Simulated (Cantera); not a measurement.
An adiabatic, constant-volume homogeneous reactor starts with CH4 : O2 : N2 = 1 : 1.54 : 5.78 (molar parts), at 1673 K and 10.0 bar.

Cantera simulation using GRI-Mech 3.0 (53 species, 325 reactions); the numbers are that mechanism's predictions, not measurements. Above 3000 K some thermodynamic fits are extrapolated.

Q: Predict: time of steepest temperature rise; temperature at 6.00 s; equilibrium temperature; x(O2) at 6.00 s; x(NO) at 6.00 s; x(H2O2) at 6.00 s.

A: 
```
Quantity                                                             Value
---------------------------------  ---------------------------------------
time of steepest temperature rise                                  41.6 µs
temperature at 6.00 s                                               3205 K
equilibrium temperature                                             3205 K
x(O2) at 6.00 s                    0.00420 (gas-phase equilibrium 0.00420)
x(NO) at 6.00 s                    0.00768 (gas-phase equilibrium 0.00768)
x(H2O2) at 6.00 s                  1.09e-6 (gas-phase equilibrium 1.09e-6)
```
